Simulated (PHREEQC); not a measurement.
A made-up water analysis in mg/L, 25 °C, pH 6.25, pe 2.7: Na 7890; K 102; Ca 139; Mg 372; Cl 5090; S(6) as SO4 440; Alkalinity as HCO3 0.0655; Zn 3.28.

Cl is adjusted to close the charge balance.
Valence states are taken as typed.

The numbers come from PHREEQC with the ion-association model, phreeqc.dat.

```yaml
ionic_strength: 0.408 mol/kgw
activity_of_water: 0.987
specific_conductance: 35300 µS/cm
density: 1.013 g/cm³
```

| species | molality | activity | log γ |
|---|---|---|---|
| Cl- | 0.380 | 0.252 | -0.178 |
| Na+ | 0.347 | 0.250 | -0.142 |
| Mg+2 | 0.0149 | 0.00447 | -0.523 |
| Ca+2 | 0.00342 | 0.000924 | -0.569 |
| SO4-2 | 0.00282 | 0.000628 | -0.652 |
| K+ | 0.00264 | 0.00173 | -0.182 |
| NaSO4- | 0.00112 | 0.000788 | -0.153 |
| MgSO4 | 0.000600 | 0.000659 | 0.041 |
| CaSO4 | 9.40e-5 | 0.000103 | 0.041 |
| Zn+2 | 3.82e-5 | 8.83e-6 | -0.636 |

This is a speciation only: nothing precipitates in the calculation.
